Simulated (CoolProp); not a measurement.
Properties of carbonyl sulfide along the isotherm 79.55 °C.

The numbers come from the reference Helmholtz-energy equation of state, Lemmon 2006 in CoolProp. It is a short technical equation, of lower accuracy than the large ones.

| p (bar) | phase | density (kg/m³) | cp (kJ/(kg K)) | cv (kJ/(kg K)) | isothermal compressibility (1/MPa) |
|---|---|---|---|---|---|
| 0.503 | gas | 1.034 | 0.7357 | 0.5954 | 19.95 |
| 0.85 | gas | 1.751 | 0.7377 | 0.5961 | 11.83 |
| 1.43 | gas | 2.957 | 0.7410 | 0.5971 | 7.060 |
| 2.42 | gas | 5.038 | 0.7468 | 0.5990 | 4.200 |
| 4.08 | gas | 8.592 | 0.7570 | [?] | 2.521 |
| 6.89 | gas | 14.81 | 0.7758 | 0.6076 | 1.525 |
| 11.6 | gas | 25.86 | [?] | 0.6176 | 0.9437 |
| 19.6 | gas | 46.95 | 0.8985 | 0.6379 | 0.6100 |
| 33.1 | gas | 94.15 | 1.223 | 0.6930 | 0.4702 |
| 55.9 | liquid | 809.8 | [?] | 0.7354 | 0.01742 |
| 94.3 | liquid | 851.9 | 1.567 | 0.7252 | 0.01034 |
| 159 | liquid | 897.4 | 1.401 | 0.7211 | [?] |

### Question
Complete the blanks.

### Answer

- 4.08, cv (kJ/(kg K)): 0.6021
- 11.6, cp (kJ/(kg K)): 0.8126
- 55.9, cp (kJ/(kg K)): 1.820
- 159, isothermal compressibility (1/MPa): 0.006400
